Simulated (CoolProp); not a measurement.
Saturation properties of n-dodecane.

The numbers come from the reference Helmholtz-energy equation of state, Lemmon 2004 in CoolProp. It is a short technical equation, of lower accuracy than the large ones.

| T (K) | p (MPa) | liquid density (kg/m³) | surface tension (mN/m) | liquid conductivity (mW/(m K)) |
|---|---|---|---|---|
| 334.3 | (withheld) | 718.9 | 21.7 | 127 |
| 354.1 | 0.0007726 | 704.2 | (withheld) | 123 |
| 374 | 0.002110 | (withheld) | 18.4 | 118 |
| 393.8 | 0.005050 | 674.1 | 16.8 | 114 |
| 413.7 | 0.01092 | 658.5 | 15.3 | 110 |
| 433.6 | (withheld) | 642.5 | 13.8 | 106 |
| 453.4 | 0.03945 | (withheld) | 12.4 | 102 |
| 473.3 | 0.06790 | 608.7 | 10.9 | 98.2 |
| 493.1 | (withheld) | 590.6 | 9.56 | 94.4 |

Problem. Fill in the missing entries.

Solution. 
- 334.3, p (MPa): 0.0002440
- 354.1, surface tension (mN/m): 20.1
- 374, liquid density (kg/m³): 689.2
- 433.6, p (MPa): 0.02158
- 453.4, liquid density (kg/m³): 626.0
- 493.1, p (MPa): 0.1105

It boils at 489.4 K under 1 atm.

Thermal conductivity comes from a separate model (Huber 2004). Surface tension comes from a separate correlation (Mulero 2012).
